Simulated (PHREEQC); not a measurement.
A solution holds 0.14 mol HF per kg of water, at 20 °C. Closed to the air; pH follows from the charge balance.

The numbers come from PHREEQC with the ion-association model, wateq4f.dat.

This is a speciation only: nothing precipitates in the calculation.

### Question
Order these F species by the share of F that they hold, largest first: HF2-, F-, HF, H2F2.

### Answer
HF (60 %), H2F2 (31 %), F- (5.4 %), HF2- (3.3 %)

The pH is 2.04 and the ionic strength 0.00987 mol/kgw. wateq4f.dat counts part of the HF as a dimer, H2F2, which phreeqc.dat doesn't know; its constant is uncertain.
